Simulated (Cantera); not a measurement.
## Equilibrium for silicon nitride deposition: SiH₂Cl₂ + NH₃

Input: 1 mol SiH₂Cl₂, 14 mol NH₃, equilibrated at 2073.15 K and 0.133 bar.

These are equilibrium values from Cantera (NASA tables, ideal gas, pure condensed phases), not measurements of a reactor. Candidate condensed phases: NH₄Cl, Si, Si₃N₄; 28 gas species. The tables' values for SiCl, SiCl₃, SiN are old estimates; treat these amounts as uncertain. Gases not in the tables: Si₂H₆ and higher silanes. Rates play no part.

x(H₂): 0.702
x(N₂): 0.232
x(HCl): 0.0500
x(SiCl₂): 0.00783
x(H): 0.00604
x(Si): 0.000749
x(SiCl): 0.000345
x(Cl): 0.000317
x(SiH): 0.000132
n(Si(l)): 0.719 mol
gas amount: 30.13 mol
